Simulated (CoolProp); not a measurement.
Properties of C2F6 (R116) along the isotherm 333.9 K.

The numbers come from the reference Helmholtz-energy equation of state, Lemmon 2006 in CoolProp. It is a short technical equation, of lower accuracy than the large ones.

```csv
p (MPa),phase,Z,cp (kJ/(kg K)),cv (kJ/(kg K)),expansivity (1/kK)
0.0964,gas,0.9933,0.8279,0.7655,3.067
0.163,gas,0.9886,0.8300,0.7661,3.119
0.274,gas,0.9808,0.8337,0.7672,3.208
0.463,gas,0.9673,0.8403,0.7690,3.369
0.782,gas,0.9440,0.8527,0.7722,3.670
1.32,gas,0.9032,0.8778,0.7780,4.279
2.23,gas,0.8296,0.9374,0.7890,5.716
3.76,supercritical,0.6918,1.130,0.8112,10.19
6.34,supercritical,0.4967,1.596,0.8360,17.66
10.7,supercritical,0.5619,1.265,0.8204,7.066
18.1,supercritical,0.8028,1.136,0.8174,3.887
30.5,supercritical,1.203,1.078,0.8200,2.542
```

The peak of cp marks the crossing from liquid-like to gas-like fluid above the critical point.
